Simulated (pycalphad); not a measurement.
# Phase fractions of Al-4.208Mn-9.66Si (wt.%)

Computed with pycalphad from the COST 507 light-alloy database (1999), at 1 atm. The data set is of 1999 and partly superseded. Amounts are mole fractions of atoms.

```csv
T (°C),LIQUID,ALMNSI_ALPHA,FCC_A1,DIAMOND_A4
737,1.000,-,-,-
657,0.917,0.083,-,-
577,0.636,0.115,0.249,-
497,-,0.121,0.805,0.074
417,-,0.122,0.801,0.077
337,-,0.122,0.799,0.079
257,-,0.122,0.798,0.080
```

Database names, with the compositions (at.%) that they take in these runs: ALMNSI_ALPHA: Al 70 Mn 17 Si 12. FCC_A1 is fcc; DIAMOND_A4 is diamond (Si).
